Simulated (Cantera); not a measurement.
Charge: 1 mol Si3N4, 0.014 mol H2, held at 2025 °C and 4.60 Pa.

Equilibrium computed with Cantera from the NASA thermochemical tables; the gas is ideal and each condensed phase is pure. Candidate condensed phases: Si, Si3N4; 18 gas species. The tables' values for SiN are old estimates; treat these amounts as uncertain. Rates play no part.

Base state: Si 0.596, N2 0.398, H 0.00554, SiN 0.000358, Si2 0.000343, H2 1.53e-5, Si2N 1.10e-5 (mole fractions); condensed: gas only.

What changes in the equilibrium state with this change: H2 from 0.014 to 0.38 mol?


| species | before | after |
|---|---|---|
| Si | 0.596 | 0.524 |
| N2 | 0.398 | 0.350 |
| H | 0.00554 | 0.119 |
| H2 | 1.53e-5 | 0.00706 |
| SiH | 5.83e-6 | 0.000110 |
| Si2N | 1.10e-5 | 7.94e-6 |
| Si2 | 0.000343 | 0.000265 |
